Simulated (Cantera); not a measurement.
## Thermodynamics of silicon epitaxy and polysilicon growth, feed Si3H8 + HCl + H2

Charge: 1 mol Si3H8, 1.8 mol HCl, 19 mol H2, held at 1500 °C.

Equilibrium computed with Cantera from the NASA thermochemical tables; the gas is ideal and each condensed phase is pure. Candidate condensed phases: Si; 19 gas species. The feed counts by its element totals alone. The tables' values for SiCl3, SiCl are old estimates; treat these amounts as uncertain. Gases not in the tables: Si2H6 and higher silanes. Rates play no part.

```json
[
 {"P (Pa)": "100", "x H2": "0.927", "x HCl": "0.0523", "x SiCl2": "0.00949", "x H": "0.00867", "x Si": "0.00213", "x SiCl3": "9.28e-6", "x Cl": "0.000376", "x SiCl": "0.000373", "n Si(l)": "2.70"},
 {"P (Pa)": "260", "x H2": "0.931", "x HCl": "0.0527", "x SiCl2": "0.00957", "x H": "0.00539", "x Si": "0.000821", "x SiCl3": "1.52e-5", "x Cl": "0.000234", "x SiCl": "0.000233", "n Si(l)": "2.73"},
 {"P (Pa)": "670", "x H2": "0.933", "x HCl": "0.0528", "x SiCl2": "0.00961", "x H": "0.00336", "x Si": "0.000319", "x SiCl3": "2.45e-5", "x Cl": "0.000146", "x SiCl": "0.000145", "n Si(l)": "2.75"},
 {"P (Pa)": "1700", "x H2": "0.935", "x HCl": "0.0529", "x SiCl2": "0.00963", "x H": "0.00211", "x Si": "0.000126", "x SiCl3": "3.91e-5", "x Cl": "9.19e-5", "x SiCl": "9.12e-5", "n Si(l)": "2.75"},
 {"P (Pa)": "4500", "x H2": "0.936", "x HCl": "0.0530", "x SiCl2": "0.00963", "x H": "0.00130", "x Si": "4.74e-5", "x SiCl3": "6.36e-5", "x Cl": "5.65e-5", "x SiCl": "5.61e-5", "n Si(l)": "2.76"},
 {"P (Pa)": "12000", "x H2": "0.936", "x HCl": "0.0529", "x SiCl2": "0.00961", "x H": "0.000796", "x Si": "1.78e-5", "x SiCl3": "0.000104", "x Cl": "3.46e-5", "x SiCl": "3.43e-5", "n Si(l)": "2.76"},
 {"P (Pa)": "30000", "x H2": "0.937", "x HCl": "0.0528", "x SiCl2": "0.00956", "x H": "0.000503", "x Si": "7.12e-6", "x SiCl3": "0.000163", "x Cl": "2.18e-5", "x SiCl": "2.16e-5", "n Si(l)": "2.76"},
 {"P (Pa)": "77000", "x H2": "0.937", "x HCl": "0.0526", "x SiCl2": "0.00947", "x H": "0.000314", "x Si": "2.77e-6", "x SiCl3": "0.000257", "x Cl": "1.35e-5", "x SiCl": "1.34e-5", "n Si(l)": "2.76"},
 {"P (Pa)": "200000", "x H2": "0.938", "x HCl": "0.0521", "x SiCl2": "0.00930", "x H": "0.000195", "x Si": "1.07e-6", "x SiCl3": "0.000402", "x Cl": "8.33e-6", "x SiCl": "8.26e-6", "n Si(l)": "2.75"}
]
```
x: gas mole fraction; n: condensed amount in mol.

From 0.00100 bar to 2.00 bar the condensed part is Si(l). The main Si-bearing gas is SiCl2 throughout.
